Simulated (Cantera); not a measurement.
Charge: 1 mol PbO, 0.13 mol CO, a varied amount of H2, at 525 °C and 101000 Pa.

These are equilibrium values from Cantera (NASA tables, ideal gas, pure condensed phases), not measurements of a reactor. Candidate condensed phases: C, C6H6, C7H8, C8H18, H2O, Pb, PbO, PbO2, Pb3O4; 113 gas species. Equilibrium is a limit: real reactors are often held back by kinetics, nucleation or transport.

**Question.** At 80 mol H2, list the 3 most abundant gas species with their mole fractions, and the condensed phases.

**Answer.** H2 0.984, H2O 0.0141, CH4 0.00163. Condensed: Pb(l).
